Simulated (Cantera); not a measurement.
Cantera with NASA thermochemical tables; ideal gases at 1 bar, condensed phases pure. Values are per mole of reaction as written; species without (g) are pure solids or liquids, kept so even where they would boil at 1 bar.

2 N2O(g) + 3 SO2(g) = 3 S + 4 NO2(g)

```
T (K)  ΔH° (kJ)  ΔS° (J/K)  ΔG° (kJ)  log10 K
-----  --------  ---------  --------  -------
425       874.1     -101.2     917.2  -112.72
575         [?]        [?]       [?]      [?]
725       889.5      -72.9     942.4   -67.90
875         [?]        [?]       [?]      [?]
1025      900.3      -60.6     962.4   -49.04
```

**Question.** What belongs in the gaps?

**Answer.** 
- 575, ΔH° (kJ): 883.5
- 575, ΔS° (J/K): -82.4
- 575, ΔG° (kJ): 930.8
- 575, log10 K: -84.56
- 875, ΔH° (kJ): 894.5
- 875, ΔS° (J/K): -66.7
- 875, ΔG° (kJ): 952.9
- 875, log10 K: -56.88
